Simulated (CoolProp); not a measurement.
Saturation properties of 1,2-dichloroethane (Tc = 561.6 K, pc = 5.226 MPa, ω = 0.269).

The numbers come from the reference Helmholtz-energy equation of state, Thol 2015 in CoolProp.

```csv
T (K),p (MPa),liquid density (kg/m³),enthalpy of vaporisation (kJ/kg),liquid cp (kJ/(kg K))
395,0.2952,1092,301.3,1.422
406.8,0.3917,1071,293.5,1.443
418.5,0.5095,1050,285.3,1.464
430.3,0.6537,1027,276.6,1.488
442.1,0.8267,1003,267.3,1.515
453.8,1.030,978.5,257.5,1.544
465.6,1.271,952.5,246.9,1.579
477.4,1.551,925.0,235.3,1.621
489.1,1.873,896.0,222.8,1.672
```

It boils at 356.6 K under 1 atm.
